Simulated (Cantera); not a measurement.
Equilibrium for hydrogen reduction and annealing atmospheres: TiO2 + H2

Feed: 1 mol TiO2, 1.9 mol H2, at 0.100 bar.

Method: chemical equilibrium by Gibbs-energy minimisation in Cantera with the NASA 1993 tables (ideal gas, pure condensed phases). Candidate condensed phases: H2O, Ti, TiO, TiO2, Ti2O3, Ti3O5, Ti4O7; 12 gas species. Mutual solubility and eutectic melting of coexisting phases are not modelled. Condensed phases not in the tables: Magnéli phases beyond Ti4O7. Gases not in the tables: TiO(OH)2. Rates play no part.

| T (K) | x H2 | x H2O | x H | x OH | n TiO2(rutile) | n Ti4O7(s) |
|---|---|---|---|---|---|---|
| 1248 | 0.998 | 0.00178 | 1.48e-6 | 2.69e-11 | 0.986 | 0.00338 |
| 1323 | 0.996 | 0.00371 | 5.01e-6 | 2.69e-10 | 0.972 | 0.00704 |
| 1398 | 0.993 | 0.00715 | 1.49e-5 | 2.12e-9 | 0.946 | 0.0136 |
| 1473 | 0.987 | 0.0129 | 3.97e-5 | 1.36e-8 | 0.902 | 0.0246 |
| 1548 | 0.978 | 0.0221 | 9.63e-5 | 7.26e-8 | 0.832 | 0.0419 |
| 1623 | 0.964 | 0.0358 | 0.000215 | 3.34e-7 | 0.728 | 0.0680 |
| 1698 | 0.944 | 0.0554 | 0.000444 | 1.34e-6 | 0.579 | 0.105 |
| 1773 | 0.917 | 0.0821 | 0.000861 | 4.78e-6 | 0.376 | 0.156 |
| 1848 | 0.882 | 0.117 | 0.00157 | 1.53e-5 | 0.112 | 0.222 |
| 1923 | 0.866 | 0.131 | 0.00277 | 3.62e-5 | 0 | 0.250 |
x: gas mole fraction; n: condensed amount in mol.

From 1248 K to 1848 K the condensed part is TiO2(rutile) + Ti4O7(s). At 1923 K the condensed part is Ti4O7(s).
